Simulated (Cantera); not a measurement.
A closed system holds: 1 mol borazine, 4 mol H2O, 1.5 mol H2, held at 2323.15 K and 10.0 mbar.

Method: chemical equilibrium by Gibbs-energy minimisation in Cantera with the NASA 1993 tables (ideal gas, pure condensed phases). The feed counts by its element totals alone. Rates play no part.

| species | before | after |
|---|---|---|
| H2 | 0.589 | 0.864 |
| N2 | 0.120 | 0.135 |
| H2O | 0.00698 | 0.000965 |
| H | 0.0837 | <1e-9 |
| BO | 0.0733 | <1e-9 |
| HBO | 0.0469 | <1e-9 |
| B2O3 | 0.0338 | <1e-9 |
| HBO2 | 0.0381 | 1.60e-8 |
| B2O2 | 0.00670 | <1e-9 |
| BO2 | 0.00108 | <1e-9 |
| OH | 0.000165 | <1e-9 |
| O | 1.59e-5 | <1e-9 |
| NH3 | 1.99e-8 | 1.17e-5 |
| BN(s), mol | 0 | 0.340 |
| B2O3(l), mol | 0 | 1.33 |
Gas species are given as mole fractions.

**Question.** Name the change that produced these shifts.
A. pressure from 10.0 mbar to 65.0 mbar
B. H2 from 1.5 to 12 mol
C. temperature from 2323.15 K to 1448 K
D. temperature from 2323.15 K to 773.15 K

**Answer.** D, temperature from 2323.15 K to 773.15 K
